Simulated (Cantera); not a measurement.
# Catalytic combustion on Pt

An isothermal plug-flow reactor at 900 K and 500000 Pa (inlet), inlet velocity 0.4 m/s, active area per volume 85 1/m; feed 1.79 % CO, 3.82 % O₂, 94.4 % N₂, equivalence ratio 0.23.

Detailed kinetics in Cantera: Deutschmann's 1995 Pt surface mechanism with GRI-Mech 3.0 gas chemistry. Catalytic surfaces can have several steady states; this one follows from the mechanism file's or the stated starting coverage. Mass transfer to the wall is taken as infinitely fast.

```tsv
z (m)	x CO	x O₂	x H₂O	x CO₂	θ free Pt	θ O*	θ CO*
0.0005	0.0157	0.0371	<1e-12	0.00229	0.186	0.00862	0.805
0.00097	0.0133	0.0360	<1e-12	0.00471	0.202	0.0101	0.788
0.0019	0.00676	0.0328	<1e-12	0.0113	0.284	0.0205	0.696
0.0036	0.000421	0.0297	<1e-12	0.0177	0.0992	0.900	0.000467
0.007	5.12e-5	0.0296	<1e-12	0.0180	0.0907	0.909	4.71e-5
0.013	1.61e-6	0.0295	<1e-12	0.0181	0.0898	0.910	1.45e-6
0.026	9.30e-10	0.0295	<1e-12	0.0181	0.0898	0.910	8.36e-10
0.05	<1e-12	0.0295	<1e-12	0.0181	0.0898	0.910	<1e-12
```
x: gas mole fraction; θ: surface coverage.
